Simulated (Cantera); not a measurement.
Feed: 1 mol SiH4, 0.61 mol N2O, 9.1 mol N2, at 0.00530 bar.

Method: chemical equilibrium by Gibbs-energy minimisation in Cantera with the NASA 1993 tables (ideal gas, pure condensed phases). Candidate condensed phases: H2O, Si, SiO2, Si2N2O, Si3N4; 35 gas species. Mutual solubility and eutectic melting of coexisting phases are not modelled. The tables hold silica as quartz up to 1696 K and as liquid above; real silica turns to tridymite and cristobalite and melts near 1996 K. Gases not in the tables: Si2H6 and higher silanes. Equilibrium is a limit: real reactors are often held back by kinetics, nucleation or transport.

What share of the Si ends up in condensed phases as a function of T (K), at 750, 850, 950, 1050, 1150, 1250, 1350, 1450, 1550, 1650, 1750, 1850, 1950, 2050?


```tsv
T (K)	Si condensed (%)	as
750	100.0	SiO2(α-quartz) + Si2N2O(s)
850	100.0	SiO2(β-quartz) + Si2N2O(s)
950	100.0	SiO2(β-quartz) + Si2N2O(s)
1050	100.0	SiO2(β-quartz) + Si2N2O(s)
1150	100.0	SiO2(β-quartz) + Si2N2O(s)
1250	100.0	SiO2(β-quartz) + Si2N2O(s)
1350	100.0	SiO2(β-quartz) + Si2N2O(s)
1450	99.3	SiO2(β-quartz) + Si2N2O(s)
1550	89.3	SiO2(β-quartz) + Si2N2O(s)
1650	78.0	Si2N2O(s)
1750	68.7	Si2N2O(s) + Si3N4(s)
1850	37.3	Si(l)
1950	32.7	Si(l)
2050	18.8	Si(l)
```
